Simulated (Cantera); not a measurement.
# Stirred combustor or abatement burner

A perfectly stirred reactor is fed with H₂ : O₂ : N₂ = 1 : 0.357 : 1.86 (molar parts), equivalence ratio 1.4, at 2.30 bar; it is adiabatic with a 600 K inlet, and is followed from long to short residence time, starting on the burning branch (τ in s: 0.19, 0.051, 0.014, 0.0039, 0.0011, 0.00029, 7.9e-05, 2.2e-05, 6e-06).

Cantera simulation using GRI-Mech 3.0 (53 species, 325 reactions); the numbers are that mechanism's predictions, not measurements. The hydrogen kinetics of GRI-Mech 3.0 are dated; newer H2 mechanisms differ, most at raised pressure.

```csv
τ (s),T (K),x H₂,x O₂,x NO,x NO₂,x O
0.19,2242,0.0994,1.76e-5,6.50e-5,6.77e-10,8.45e-6
0.051,2237,0.0992,4.04e-5,6.01e-5,6.84e-10,1.52e-5
0.014,2224,0.0988,9.75e-5,5.53e-5,7.34e-10,3.86e-5
0.0039,2199,0.0980,0.000241,5.16e-5,8.49e-10,0.000114
0.0011,2152,0.0968,0.000607,4.85e-5,1.06e-9,0.000332
0.00029,2064,0.0951,0.00159,4.58e-5,1.44e-9,0.000945
7.9e-5,1925,0.0936,0.00379,3.99e-5,1.85e-9,0.00219
2.2e-5,1729,0.0947,0.00860,2.60e-5,1.78e-9,0.00391
6.0e-6,1452,0.127,0.0270,7.39e-6,8.81e-10,0.00462
```
x: mole fraction; the columns are a selection and need not sum to one.
